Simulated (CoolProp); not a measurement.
Methanol at several states: density (kg/m³) from the reference equation and from simpler models built on Tc = 240.2 °C, pc = 8.216 MPa, ω = 0.565; each cubic takes its own stable root.

Computed with CoolProp (reference Helmholtz-energy equation of state, de Reuck 1993).

| T (°C) | p (MPa) | phase | reference | van der Waals | Redlich-Kwong | Peng-Robinson |
|---|---|---|---|---|---|---|
| 298.05 | 2.3 | gas | 16.56 | 16.64 | 16.73 | 16.73 |
| -12.25 | 0.0196 | liquid | (withheld) | 0.2905 | (withheld) | 706.7 |
| 155.35 | 0.068 | gas | 0.6153 | 0.6139 | 0.6145 | 0.6152 |
| 89.05 | 0.84 | liquid | 723.9 | (withheld) | 507.4 | 625.4 |
| 56.45 | 0.014 | gas | 0.1645 | 0.1639 | 0.1640 | 0.1641 |

**Question.** What belongs in the gaps?

**Answer.** 
- -12.25, reference: 821.2
- -12.25, Redlich-Kwong: 0.2910
- 89.05, van der Waals: 9.648

At some of these states van der Waals, Redlich-Kwong gives the other phase, because its saturation line lies elsewhere.
